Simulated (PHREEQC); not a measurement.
0.81 g of hydrous ferric oxide (600 m²/g; 0.2 weak and 0.005 strong sites per Fe, Dzombak-Morel constants, diffuse double layer) in 1 kg of water with 0.1 mol/kgw of an inert sodium salt, at 25 °C; the pH is set by adding NaOH or the inert anion's acid. Oxygen alone is held at its pressure in air (log pO2 = -0.68). No CO2 enters from the air. No solid was allowed to form.

Base run: PHREEQC, ion-association model, wateq4f.dat. Each further column changes one thing. The table gives surface charge σ (C/m²).

```tsv
pH	base	background salt from 0.1 to 0.01 mol/kgw	oxide from 0.81 to 4.1 g/kgw	0.00026 mol/kgw CaCl2 added
4	0.321	0.218	0.322	0.321
4.67	0.254	0.144	0.255	0.254
5.33	0.177	0.089	0.178	0.178
6	0.111	0.050	0.112	0.112
6.67	0.063	0.025	0.063	0.063
7.33	0.029	0.011	0.029	0.031
8	0.004	0.001	0.004	0.007
8.67	-0.020	-0.007	-0.020	-0.013
9.33	-0.051	-0.020	-0.051	-0.035
10	-0.094	-0.041	-0.094	-0.069
10.67	-0.154	-0.075	-0.155	-0.118
11.33	-0.229	-0.132	-0.230	-0.176
12	-0.307	-0.230	-0.308	-0.229
```
